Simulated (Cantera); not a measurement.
**Adiabatic ignition**

An adiabatic, constant-volume homogeneous reactor starts with 1.94 % CH4, 0.0700 % C2H6, 1.28 % C3H8, 8.79 % O2, 87.9 % N2, at 998 K and 0.500 bar.

Computed with Cantera and GRI-Mech 3.0 (53 species, 325 reactions). GRI-Mech 3.0 was tuned for natural gas; its chemistry of propane as a main component is partial and can be far from experiment. Below about 1000 K GRI-Mech 3.0 lacks low-temperature oxidation paths.

| t (s) | T (K) | P (bar) | x CH4 | x C2H6 | x C3H8 | x CO2 | x NO | x CH2CO |
|---|---|---|---|---|---|---|---|---|
| 4.00e-6 | 998 | 0.500 | 0.0194 | 0.000700 | 0.0128 | <1e-12 | <1e-12 | <1e-12 |
| 2.01e-5 | 998 | 0.500 | 0.0194 | 0.000700 | 0.0128 | <1e-12 | <1e-12 | <1e-12 |
| 0.000101 | 998 | 0.500 | 0.0194 | 0.000700 | 0.0128 | <1e-12 | <1e-12 | <1e-12 |
| 0.000504 | 998 | 0.500 | 0.0194 | 0.000700 | 0.0128 | <1e-12 | <1e-12 | <1e-12 |
| 0.00253 | 998 | 0.500 | 0.0194 | 0.000700 | 0.0128 | <1e-12 | <1e-12 | <1e-12 |
| 0.0127 | 998 | 0.500 | 0.0194 | 0.000700 | 0.0128 | 8.91e-11 | <1e-12 | 6.99e-11 |
| 0.0635 | 998 | 0.500 | 0.0195 | 0.000702 | 0.0128 | 2.23e-9 | <1e-12 | 8.43e-9 |
| 0.318 | 998 | 0.500 | 0.0195 | 0.000717 | 0.0126 | 1.86e-8 | <1e-12 | 3.18e-7 |
| 1.60 | 1006 | 0.505 | 0.0198 | 0.000890 | 0.0105 | 3.15e-6 | <1e-12 | 3.31e-5 |
| 8.00 | 2138 | 1.10 | <1e-12 | <1e-12 | <1e-12 | 0.0340 | 0.000133 | <1e-12 |
x: mole fraction; the columns are a selection and need not sum to one.

```json
{
  "time_of_steepest_temperature_rise": "1.84 s",
  "temperature at 8.00 s": "2138 K",
  "equilibrium_temperature": "2138 K",
  "x(CH4) at 8.00 s": "<1e-12 (gas-phase equilibrium <1e-12)",
  "x(C2H6) at 8.00 s": "<1e-12 (gas-phase equilibrium <1e-12)",
  "x(C3H8) at 8.00 s": "<1e-12 (gas-phase equilibrium <1e-12)"
}
```
